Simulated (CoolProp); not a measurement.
A closed Brayton cycle with carbon dioxide: compressor inlet 318.15 K and 9.1 MPa, high pressure 29.7 MPa, turbine inlet 765 K, compressor efficiency 0.89, turbine efficiency 0.9, recuperator effectiveness 0.8 (on enthalpy, no pinch check). Each further row changes one setting.

Model: reference Helmholtz-energy equation of state, Span 1996, in CoolProp.

```
case                           thermal efficiency (%)  net work (kJ/kg)  compressor to turbine work  compressor exit (K)  turbine exit (K)
-----------------------------  ----------------------  ----------------  --------------------------  -------------------  ----------------
as stated                                        30.7              92.2                        0.34                394.0             630.0
turbine inlet 715 K                              29.0              81.0                        0.37                394.0             584.8
compressor inlet 328.15 K                        29.1              80.4                        0.43                422.3             630.0
high pressure 25.2 MPa                           29.3              83.3                        0.32                383.2             648.2
recuperator effectiveness 0.5                    24.1              92.2                        0.34                394.0             630.0
```
